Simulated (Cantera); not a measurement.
A freely propagating, adiabatic, planar premixed flame of CH₄ : O₂ : N₂ : CO₂ = 1 : 2.3 : 8.64 : 1.1 (molar parts), equivalence ratio 0.87, unburnt at 523 K and 1.00 bar; mixture-averaged transport, grid criteria slope 0.08 and curve 0.16, no radiation.

Detailed kinetics in Cantera: GRI-Mech 3.0 (53 species, 325 reactions). Burning velocities carry a grid error of a few per cent, more on coarse grids.

Q: How do the results move with these cheaper or finer settings: unity-Lewis-number transport; multicomponent transport; multicomponent+Soret transport; grid criteria slope 0.5, curve 1; grid criteria slope 0.25, curve 0.5; grid criteria slope 0.03, curve 0.06?

A: 
```json
[
 {"setting": "as above", "laminar burning velocity": "51.8 cm/s", "thermal thickness": "0.538 mm", "peak x(C₂H₄)": "0.000335", "peak x(C₂H)": "3.38e-8", "grid points": "128"},
 {"setting": "unity-Lewis-number transport", "laminar burning velocity": "43.7 cm/s", "thermal thickness": "0.557 mm", "peak x(C₂H₄)": "0.000245", "peak x(C₂H)": "3.29e-8", "grid points": "133"},
 {"setting": "multicomponent transport", "laminar burning velocity": "52.1 cm/s", "thermal thickness": "0.545 mm", "peak x(C₂H₄)": "0.000344", "peak x(C₂H)": "3.46e-8", "grid points": "128"},
 {"setting": "multicomponent+Soret transport", "laminar burning velocity": "51.2 cm/s", "thermal thickness": "0.548 mm", "peak x(C₂H₄)": "0.000334", "peak x(C₂H)": "3.22e-8", "grid points": "128"},
 {"setting": "grid criteria slope 0.5, curve 1", "laminar burning velocity": "56.4 cm/s", "thermal thickness": "0.578 mm", "peak x(C₂H₄)": "0.000333", "peak x(C₂H)": "3.12e-8", "grid points": "42"},
 {"setting": "grid criteria slope 0.25, curve 0.5", "laminar burning velocity": "54.3 cm/s", "thermal thickness": "0.552 mm", "peak x(C₂H₄)": "0.000330", "peak x(C₂H)": "3.27e-8", "grid points": "60"},
 {"setting": "grid criteria slope 0.03, curve 0.06", "laminar burning velocity": "51.1 cm/s", "thermal thickness": "0.534 mm", "peak x(C₂H₄)": "0.000337", "peak x(C₂H)": "3.41e-8", "grid points": "328"}
]
```
The base run took roughly 7 core-seconds.
Unity Lewis numbers drop preferential diffusion, which matters most where H2 and H carry the flame; Soret adds thermal diffusion.
